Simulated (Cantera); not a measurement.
An adiabatic, constant-pressure homogeneous reactor starts with CH4 : CO : O2 : N2 = 1 : 0.055 : 2.09 : 7.86 (molar parts), at 1425 K and 1.01 bar.

Computed with Cantera and GRI-Mech 3.0 (53 species, 325 reactions).

x: mole fraction; the columns are a selection and need not sum to one.

```tsv
t (s)	T (K)	x CH4	x CO	x O2	x H	x O	x HCO
8.00e-6	1425	0.0909	0.00500	0.190	2.67e-9	…	<1e-12
2.66e-5	1425	0.0909	0.00500	0.190	3.37e-9	…	<1e-12
8.86e-5	1425	0.0909	0.00500	0.190	6.80e-9	…	7.16e-12
0.000295	1425	0.0908	0.00500	0.190	3.09e-8	…	2.15e-10
0.000981	1428	0.0901	0.00504	0.189	2.11e-7	…	8.66e-9
0.00326	2708	<1e-12	0.0368	0.0242	0.00715	…	2.83e-8
0.0109	2699	<1e-12	0.0370	0.0214	0.00689	0.00526	2.79e-8
0.0361	2699	<1e-12	0.0370	0.0213	0.00688	0.00525	2.79e-8
0.120	2699	<1e-12	0.0370	0.0213	0.00688	0.00525	2.79e-8
0.400	2699	<1e-12	0.0370	0.0213	0.00688	0.00525	2.79e-8
```

Fill in the missing entries.


- 8.00e-6, x O: 1.71e-9
- 2.66e-5, x O: 2.56e-9
- 8.86e-5, x O: 6.58e-9
- 0.000295, x O: 3.24e-8
- 0.000981, x O: 1.51e-7
- 0.00326, x O: 0.00588
